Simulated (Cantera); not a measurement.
Input (Python, Cantera):

```python
import numpy as np
import cantera as ct

gas = ct.Solution("gri30.yaml")
gas.TPX = 1350, 1000000, {'CH4': 1, 'O2': 1.43, 'N2': 4.43}
reactor = ct.IdealGasConstPressureReactor(gas, energy="on", clone=False)
net = ct.ReactorNet([reactor])
net.rtol, net.atol = 1e-08, 1e-16
show = ['CH4', 'O2', 'CO', 'C2H6', 'CH2', 'H2']
times = np.geomspace(2e-06, 0.2, 13)

steps = ct.SolutionArray(gas, extra=["t"])
rows = []
print(f"{'t/s':>10s}{'T/K':>9s}{'P/Pa':>11s}" + "".join(f"{s:>11s}" for s in show))
for t in times:
    while net.time < t:
        t_next = net.step()
        steps.append(gas.state, t=t_next)
    rows.append([np.interp(t, steps.t, y) for y in (steps.T, steps.P, *steps(*show).X.T)])
    print(f"{t:10.3e}{rows[-1][0]:9.1f}{rows[-1][1]:11.4g}" + "".join(f"{x:11.3e}" for x in rows[-1][2:]))
rate = np.gradient(steps.T, steps.t)
print("integrator steps:", len(steps.t))
if steps.T.max() > steps.T[0] + 200:
    print(f"time of steepest temperature rise: {steps.t[rate.argmax()]:.4e} s")
gas.TPX = 1350, 1000000, {'CH4': 1, 'O2': 1.43, 'N2': 4.43}
gas.equilibrate("HP")
print(f"equilibrium (HP): T = {gas.T:.1f} K  " + "  ".join(f"{s} {gas[s].X[0]:.3e}" for s in show))
```

It prints:

```
       t/s      T/K       P/Pa        CH4         O2         CO       C2H6        CH2         H2
 2.000e-06   1350.0      1e+06  1.458e-01  2.085e-01  5.286e-12  6.103e-11  2.430e-15  1.071e-08
 5.220e-06   1350.0      1e+06  1.458e-01  2.085e-01  1.054e-10  1.282e-09  2.204e-14  3.935e-08
 1.363e-05   1350.0      1e+06  1.458e-01  2.085e-01  2.571e-09  3.570e-08  2.747e-13  2.108e-07
 3.557e-05   1350.0      1e+06  1.457e-01  2.084e-01  9.275e-08  1.403e-06  4.006e-12  1.882e-06
 9.283e-05   1350.4      1e+06  1.456e-01  2.084e-01  3.107e-06  2.678e-05  1.753e-11  1.539e-05
 2.423e-04   1352.8      1e+06  1.450e-01  2.080e-01  5.224e-05  1.612e-04  4.134e-11  9.052e-05
 6.325e-04   1378.8      1e+06  1.395e-01  2.040e-01  1.375e-03  1.177e-03  6.007e-10  1.155e-03
 1.651e-03   2871.7      1e+06  1.005e-11  7.911e-04  9.282e-02  8.228e-23  5.538e-12  6.305e-02
 4.309e-03   2871.7      1e+06  1.005e-11  7.907e-04  9.282e-02  8.233e-23  5.539e-12  6.305e-02
 1.125e-02   2871.7      1e+06  1.005e-11  7.907e-04  9.282e-02  8.233e-23  5.539e-12  6.305e-02
 2.936e-02   2871.7      1e+06  1.005e-11  7.907e-04  9.282e-02  8.233e-23  5.539e-12  6.305e-02
 7.662e-02   2871.7      1e+06  1.005e-11  7.907e-04  9.282e-02  8.233e-23  5.539e-12  6.305e-02
 2.000e-01   2871.7      1e+06  1.005e-11  7.907e-04  9.282e-02  8.233e-23  5.539e-12  6.305e-02
integrator steps: 2195
time of steepest temperature rise: 8.4844e-04 s
equilibrium (HP): T = 2871.7 K  CH4 1.161e-11  O2 7.907e-04  CO 9.282e-02  C2H6 1.052e-22  CH2 5.946e-12  H2 6.305e-02
```

Model: GRI-Mech 3.0 (53 species, 325 reactions), integrated in Cantera.
